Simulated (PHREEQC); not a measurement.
**Alkaline etch or developer: speciation**

Consider water at 25 °C with 0.001 mol LiOH, 1.9e-06 mol H4SiO4 and 3.6e-06 mol K2CO3 per kg of water. Closed to the air; pH follows from the charge balance.

Model: Pitzer model, pitzer.dat, run in PHREEQC.

Precipitation was switched off in this run.

Q: What pH, osmotic coefficient, specific conductance does the model give?

A: pH 10.98; osmotic coefficient 0.988; specific conductance 231 µS/cm.

Q: In which forms is Si present?

A: H3SiO4- 93 %, H4SiO4 6.4 %, H2SiO4-2 0.7 % of the Si.
